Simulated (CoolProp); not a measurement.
Vapour-liquid equilibrium of dimethyl ether (1) + chloromethane (R40) (2) at 1.27 MPa; x and y are mole fractions of (1).

The numbers come from the multi-fluid Helmholtz-energy mixture model, Wu 2011 and Thol 2014; pair parameters Bell 2016 in CoolProp.

Q: Give the bubble temperature and the first vapour's composition at x = 0.05, 0.8, 0.95. Is there an azeotrope?

A: x = 0.05: 328.5 K, y = 0.045; x = 0.8: 328.9 K, y = 0.815; x = 0.95: 327.9 K, y = 0.956. y crosses x between x = 0.35 and 0.5: the model has an azeotrope there.

Pair parameters are fitted to limited data, so mixtures are less certain than the pure fluids.
